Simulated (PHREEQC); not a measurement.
A made-up water analysis in mg/L, 15 °C, pH 1.81, pe 11.9:

```csv
constituent,mg/L
Na,56
K,55.3
Ca,15.9
Mg,24.5
Cl,39.6
S(6) as SO4,1760
Sr,4.71
Si as SiO2,0.0765
Cu(2),0.0805
Fe(3),0.0465
```

Na is adjusted to close the charge balance.
Valence states are taken as typed.

Computed with PHREEQC (ion-association model, phreeqc.dat).

**Question.** The ionic strength comes out as 0.0405 mol/kgw. What activity coefficients do Ca+2, Na+, K+, H+, SO4-2 get?

**Answer.** Ca+2 0.50, Na+ 0.84, K+ 0.83, H+ 0.86, SO4-2 0.49.

This is a speciation only: nothing precipitates in the calculation. Complexes and solids missing from the database can't appear.
